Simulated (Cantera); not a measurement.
# Iron carbonyl, mercury and lead vapours: Fe(CO)₅ + CO + H₂

Input: 1 mol Fe(CO)₅, 0.33 mol CO, a varied amount of H₂, equilibrated at 625 °C and 640 Pa.

Equilibrium computed with Cantera from the NASA thermochemical tables; the gas is ideal and each condensed phase is pure. Candidate condensed phases: C, C₆H₆, C₇H₈, C₈H₁₈, Fe, Fe(CO)₅, FeO, Fe(OH)₂, Fe(OH)₃, Fe₂O₃, Fe₃O₄, H₂O; 114 gas species. Condensed phases not in the tables: cementite and carbon dissolved in iron. Kinetics and transport are ignored.

| n(H₂) (mol) | x H₂ | x CO | x CO₂ | x H₂O | x CH₄ | x C₂H₄ | x H | n C(graphite) | n Fe(α) |
|---|---|---|---|---|---|---|---|---|---|
| 2 | 0.275 | 0.703 | 0.0185 | 0.00312 | 0.000155 | 1.69e-10 | 7.21e-10 | 0.154 | 1.00 |
| 3.4 | 0.392 | 0.591 | 0.0131 | 0.00373 | 0.000314 | 3.42e-10 | 8.60e-10 | 0.142 | 1.00 |
| 5.7 | 0.518 | 0.469 | 0.00824 | 0.00392 | 0.000550 | 5.99e-10 | 9.90e-10 | 0.126 | 1.00 |
| 9.6 | 0.643 | 0.348 | 0.00453 | 0.00361 | 0.000847 | 9.24e-10 | 1.10e-9 | 0.108 | 1.00 |
| 16 | 0.750 | 0.244 | 0.00223 | 0.00295 | 0.00115 | 1.25e-9 | 1.19e-9 | 0.0855 | 1.00 |
| 27 | 0.834 | 0.161 | 0.000977 | 0.00217 | 0.00142 | 1.55e-9 | 1.26e-9 | 0.0555 | 1.00 |
| 45 | 0.892 | 0.104 | 0.000405 | 0.00150 | 0.00163 | 1.78e-9 | 1.30e-9 | 0.0136 | 1.00 |
| 75 | 0.932 | 0.0649 | 0.000198 | 0.00122 | 0.00142 | 1.24e-9 | 1.33e-9 | 0 | 1.00 |
x: gas mole fraction; n: condensed amount in mol.

From 2 mol H₂ to 45 mol H₂ the condensed part is C(graphite) + Fe(α). At 75 mol H₂ the condensed part is Fe(α).
